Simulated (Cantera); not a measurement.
Input: 1 mol PbO, 0.69 mol CO, 0.69 mol N2, 0.035 mol O2, at 0.620 bar.

Equilibrium computed with Cantera from the NASA thermochemical tables; the gas is ideal and each condensed phase is pure. Candidate condensed phases: C, Pb, PbO, PbO2, Pb3O4; 27 gas species. Each liquid is taken as pure. Mutual solubility and eutectic melting of coexisting phases are not modelled. Gases not in the tables: (PbO)n polymers. Kinetics and transport are ignored.

x: gas mole fraction; n: condensed amount in mol.

```tsv
T (K)	x N2	x CO2	x Pb	x PbO	x CO	n Pb(l)	n PbO(yellow)	n PbO(l)
950	0.500	0.500	8.12e-6	8.51e-8	?	0.620	0.380	0
1000	0.500	0.500	2.61e-5	4.91e-7	?	0.620	0.380	0
1050	0.500	0.500	7.50e-5	2.39e-6	?	0.620	0.380	0
1100	0.500	0.500	0.000195	9.99e-6	?	0.620	0.380	0
1150	0.500	0.500	0.000467	3.67e-5	?	0.619	0.380	0
1200	0.499	0.499	0.00104	0.000110	?	0.618	0	0.380
1250	0.499	0.498	0.00216	0.000295	?	0.617	0	0.380
1300	0.498	0.497	0.00423	0.000728	?	0.614	0	0.380
1350	0.495	0.495	0.00789	0.00167	?	0.608	0	0.378
1400	0.491	0.490	0.0141	0.00361	?	0.599	0	0.376
1450	0.484	0.483	0.0240	0.00735	?	0.584	0	0.371
1500	0.473	0.472	0.0396	0.0142	?	0.560	0	0.361
```

Question: Fill in the missing entries.

Answer: 
- 950, x CO: 3.41e-5
- 1000, x CO: 5.13e-5
- 1050, x CO: 7.44e-5
- 1100, x CO: 0.000105
- 1150, x CO: 0.000143
- 1200, x CO: 0.000209
- 1250, x CO: 0.000302
- 1300, x CO: 0.000425
- 1350, x CO: 0.000583
- 1400, x CO: 0.000781
- 1450, x CO: 0.00102
- 1500, x CO: 0.00130
